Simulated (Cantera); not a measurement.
# Calcination and drying: Na₂SO₄ + H₂O + O₂

A closed system holds: 1 mol Na₂SO₄, 0.35 mol H₂O, a varied amount of O₂, held at 10.0 mbar.

Cantera equilibrium calculation (NASA polynomials, part measured and part estimated; ideal gas, pure solids and liquids). Candidate condensed phases: H₂O, H₂SO₄, Na, NaOH, NaO₂, Na₂O, Na₂O₂, Na₂S, Na₂SO₄, S; 27 gas species. The numbers say what is thermodynamically allowed, not how fast it happens.

Question: Map the stable condensed phases over T = 902, 952, 1002, 1052, 1102, 1152, 1202, 1252, 1302, 1352, 1402, 1452, 1502 °C and n(O₂) in mol = 0.048, 0.079, 0.13, 0.22, 0.36, 0.6, 0.99, 1.7, 2.7, 4.6, 7.6, 13.

Answer: 
```
T in °C \ n(O₂) in mol
         0.048 0.079  0.13  0.22  0.36   0.6  0.99   1.7   2.7   4.6   7.6    13
   1502      A     A     A     A     A     A     A     A     A     A     A     A
   1452      B     B     B     B     B     B     B     B     B     A     A     A
   1402      B     B     B     B     B     B     B     B     B     B     B     A
   1352      B     B     B     B     B     B     B     B     B     B     B     B
   1302      B     B     B     B     B     B     B     B     B     B     B     B
   1252      B     B     B     B     B     B     B     B     B     B     B     B
   1202      B     B     B     B     B     B     B     B     B     B     B     B
   1152      B     B     B     B     B     B     B     B     B     B     B     B
   1102      B     B     B     B     B     B     B     B     B     B     B     B
   1052      B     B     B     B     B     B     B     B     B     B     B     B
   1002      B     B     B     B     B     B     B     B     B     B     B     B
    952      B     B     B     B     B     B     B     B     B     B     B     B
    902      B     B     B     B     B     B     B     B     B     B     B     B
```
A: gas only; B: Na₂SO₄.
